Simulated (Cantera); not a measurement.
A closed system holds: 1 mol MgO, 2.2 mol HCl, 0.16 mol O2, at 1150 K and 1.00 mbar.

These are equilibrium values from Cantera (NASA tables, ideal gas, pure condensed phases), not measurements of a reactor. Candidate condensed phases: H2O, Mg, MgCl2, MgO, Mg(OH)2; 22 gas species. Rates play no part.

Base state: HCl 0.873, O2 0.0538, H2O 0.0332, Cl2 0.0225, Cl 0.0130, MgCl2 0.00411 (mole fractions); condensed: MgO(s).

Question: What changes in the equilibrium state with this change: temperature from 1150 K to 1448 K?

Answer: 
```csv
species,before,after
HCl,0.873,0.783
H2O,0.0332,0.0677
Cl,0.0130,0.0626
Cl2,0.0225,0.00237
MgCl2,0.00411,0.0341
O2,0.0538,0.0499
O,6.10e-8,1.38e-5
OH,3.39e-6,0.000158
ClO,4.16e-6,1.16e-5
"MgO(s), mol",0.990,0.918
```

Question: What changes in the equilibrium state with this change: O2 from 0.16 to 0.62 mol?

Answer: 
```csv
species,before,after
HCl,0.873,0.715
O2,0.0538,0.205
H2O,0.0332,0.0365
Cl2,0.0225,0.0268
Cl,0.0130,0.0142
MgCl2,0.00411,0.00251
"MgO(s), mol",0.990,0.993
```
